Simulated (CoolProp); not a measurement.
Model: reference Helmholtz-energy equation of state, Gao 2022, in CoolProp.

### Question
Give the vapour pressure (bar), liquid density (kg/m³), enthalpy of vaporisation (kJ/kg), liquid cp (kJ/(kg K)) of saturated n-perfluoropentane at 266.9, 311.5, 341.2 K.

### Answer
```csv
T (K),p (bar),liquid density (kg/m³),enthalpy of vaporisation (kJ/kg),liquid cp (kJ/(kg K))
266.9,0.222,1700,100,0.986
311.5,1.40,1560,87.9,1.07
341.2,3.47,1450,77.6,1.14
```
